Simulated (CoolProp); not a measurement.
n-heptane along the isotherm 600 K: Z from the reference equation and from simpler models built on Tc = 541.2 K, pc = 2.774 MPa, ω = 0.349; each cubic takes its own stable root.

Values from CoolProp's reference Helmholtz-energy equation of state, Span 2003. It is a short technical equation, of lower accuracy than the large ones.

```
p (MPa)          phase  reference  van der Waals  Redlich-Kwong  Peng-Robinson
-------  -------------  ---------  -------------  -------------  -------------
1.98               gas     0.8073         0.8072         0.7992         0.7970
3.96     supercritical     0.5634         0.4880         0.5331         0.5732
5.94     supercritical     0.4173         0.4804         0.4470         0.4675
7.93     supercritical     0.4554         0.5731         0.5011         0.4951
9.91     supercritical     0.5198         0.6719         0.5701         0.5493
11.9     supercritical     0.5895         0.7716         0.6423         0.6101
13.9     supercritical     0.6606         0.8712         0.7151         0.6731
15.9     supercritical     0.7318         0.9697         0.7873         0.7365
17.8     supercritical     0.7990          1.062         0.8553         0.7965
19.8     supercritical     0.8691          1.159         0.9261         0.8593
21.8     supercritical     0.9386          1.255         0.9961         0.9217
23.8     supercritical      1.007          1.350          1.065         0.9836
25.8     supercritical      1.076          1.444          1.134          1.045
27.7     supercritical      1.140          1.533          1.199          1.103
```
